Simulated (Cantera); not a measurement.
An isothermal plug-flow reactor at 700 K and 1.00 bar (inlet), inlet velocity 0.59 m/s, active area per volume 230 1/m; feed CO : O2 : N2 : H2O = 0.011 : 0.028 : 0.79 : 0.012 (molar parts), equivalence ratio 0.20.

Detailed kinetics in Cantera: Deutschmann's 1995 Pt surface mechanism with GRI-Mech 3.0 gas chemistry. Catalytic surfaces can have several steady states; this one follows from the mechanism file's or the stated starting coverage. Mass transfer to the wall is taken as infinitely fast.

Task: Predict: x(CO) at z = 0.015 m; x(O2) at z = 0.015 m; x(H2O) at z = 0.015 m; x(CO2) at z = 0.015 m; θ(free Pt) at the exit; θ(O*) at the exit; θ(OH*) at the exit; θ(CO*) at the exit.

Result: 
| Item | Result |
|---|---|
| x(CO) at z = 0.015 m | 0.00147 |
| x(O2) at z = 0.015 m | 0.0276 |
| x(H2O) at z = 0.015 m | 0.0144 |
| x(CO2) at z = 0.015 m | 0.0117 |
| θ(free Pt) at the exit | 0.0388 |
| θ(O*) at the exit | 0.954 |
| θ(OH*) at the exit | 0.00450 |
| θ(CO*) at the exit | 0.00307 |
